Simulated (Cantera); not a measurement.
A closed system holds: 1 mol CS2, 0.5 mol H2, 14 mol N2, at 0.100 bar.

Equilibrium computed with Cantera from the NASA thermochemical tables; the gas is ideal and each condensed phase is pure. Candidate condensed phases: C, C6H6, C7H8, C8H18, S; 100 gas species. Gases not in the tables: S3 to S7. Rates play no part.

Over these rows the condensed part is C(graphite). Partial pressures as log10 of bar:

```tsv
T (K)	1000/T (1/K)	log p HCN	log p N2	log p CS2	log p H2	log p H2S
1025	0.9756	-7.16	-1.04	-2.33	-3.04	-2.63
1125	0.8889	-6.44	-1.04	-2.31	-2.81	-2.77
1225	0.8163	-5.87	-1.04	-2.29	-2.67	-2.95
1325	0.7547	?	-1.04	-2.28	-2.60	-3.15
1425	0.7018	-5.02	-1.04	-2.28	-2.56	-3.34
1525	0.6557	-4.69	-1.04	-2.28	-2.54	-3.52
```

### Question
Fit log p(HCN) = a + b·(1000/T) to the five rows, give the apparent enthalpy, and predict the row at 1325 K.

### Answer
Means: 1000/T = 0.8077, log p = -5.836. Sxy = -0.532243, Sxx = 0.0691766, so b = -7.69 and a = -5.836 − (-7.69)×0.8077 = 0.37.
Apparent enthalpy: −19.145 × (-7.69) = 147 kJ/mol. With the condensed phases at unit activity, C(graphite) + 1/2 N2(g) + 1/2 H2(g) = HCN(g) links this pressure to the main gases: over the six rows their terms move log p by +0.25 in all, so the slope isn't that reaction's ΔH° alone. The five rows lie within 0.04 of the line.
Prediction at 1325 K: 0.37 + (-7.69)×0.7547 = -5.43. The computed value is -5.40, 0.03 from the line.
